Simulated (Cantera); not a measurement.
A diamond (100) surface in a fixed gas of H2 with x(CH4) = 0.003, x(H) = 0.0005, x(CH3) = 0.0018, 57.8 Torr; coverages are run to steady state.

Detailed kinetics in Cantera: the Harris–Goodwin 1993 mechanism for the reconstructed diamond (100) surface.

θ: site fractions in the mechanism's names (c6HH fully hydrogenated, c6H* and c6*H radical sites, c6** diradical, c6HM methylated).

| T (K) | growth (µm/h) | θ c6HH | θ c6H* | θ c6*H | θ c6** | θ c6HM |
|---|---|---|---|---|---|---|
| 925 | … | 0.185 | 0.00314 | 0.0806 | 0.000711 | 0.575 |
| 1000 | … | 0.231 | 0.00643 | 0.132 | 0.00168 | 0.460 |
| 1075 | … | 0.332 | 0.0143 | 0.240 | 0.00416 | 0.275 |
| 1150 | … | 0.435 | 0.0265 | 0.375 | 0.00828 | 0.0903 |
| 1225 | … | 0.461 | 0.0361 | 0.440 | 0.0118 | 0.0202 |
| 1300 | … | 0.461 | 0.0428 | 0.457 | 0.0145 | 0.00432 |
| 1375 | … | 0.466 | 0.0481 | 0.457 | 0.0172 | 0.000964 |

Question: Complete the blanks.

Answer: 
- 925, growth (µm/h): 10.6
- 1000, growth (µm/h): 17.1
- 1075, growth (µm/h): 19.2
- 1150, growth (µm/h): 12.4
- 1225, growth (µm/h): 7.69
- 1300, growth (µm/h): 6.39
- 1375, growth (µm/h): 4.53
